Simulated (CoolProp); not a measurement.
Computed with CoolProp (reference Helmholtz-energy equation of state, Lemmon 2006). It is a short technical equation, of lower accuracy than the large ones.

**Question.** For carbonyl sulfide, give the phase and the cp (kJ/(kg K)), cv (kJ/(kg K)), Joule-Thomson coefficient (K/MPa) at 279.6 K and 0.305 bar.

**Answer.** 
- 279.6 K and 0.305 bar: gas; cp 0.678, cv 0.537, Joule-Thomson coefficient 23.7
